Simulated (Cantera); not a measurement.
Charge: 1 mol Nb2O5, a varied amount of H2, held at 1.33 mbar.

These are equilibrium values from Cantera (NASA tables, ideal gas, pure condensed phases), not measurements of a reactor. Candidate condensed phases: H2O, Nb, NbO, NbO2, Nb2O5; 12 gas species. Mutual solubility and eutectic melting of coexisting phases are not modelled. Condensed phases not in the tables: the oxides between NbO2 and Nb2O5. Kinetics and transport are ignored.

Stable condensed phases, one row left out:

```
T in K \ n(H2) in mol
         3.1 3.9 4.8 5.9 7.3 8.9  11  14  17  21  25  31  39
   2148    A   A   A   A   A   B   B   B   B   B   B   B   B
   2048    A   A   A   A   B   B   B   B   B   B   B   B   B
   1948    A   A   A   A   B   B   B   B   B   B   B   B   B
   1848    A   A   A   B   B   B   B   B   B   B   B   B   B
   1748    A   A   A   B   B   B   B   B   B   B   B   B   B
   1648    A   A   A   A   B   B   B   B   B   B   B   B   B
   1548    A   A   A   A   A   A   B   B   B   B   B   B   B
   1448    A   A   A   A   A   A   A   A   B   B   B   B   B
   1348    A   A   A   A   A   A   A   A   A   A   B   B   B
   1148    A   A   A   A   A   A   A   A   A   A   A   A   A
   1048    A   A   A   A   A   A   A   A   A   A   A   A   A
    948    A   A   A   A   A   A   A   A   A   A   A   A   A
    848    A   A   A   A   A   A   A   A   A   A   A   A   A
```

A: NbO2 + Nb2O5; B: NbO2.

### Question
Give the row for 1248 K.

### Answer
3.1: NbO2 + Nb2O5; 3.9: NbO2 + Nb2O5; 4.8: NbO2 + Nb2O5; 5.9: NbO2 + Nb2O5; 7.3: NbO2 + Nb2O5; 8.9: NbO2 + Nb2O5; 11: NbO2 + Nb2O5; 14: NbO2 + Nb2O5; 17: NbO2 + Nb2O5; 21: NbO2 + Nb2O5; 25: NbO2 + Nb2O5; 31: NbO2 + Nb2O5; 39: NbO2.
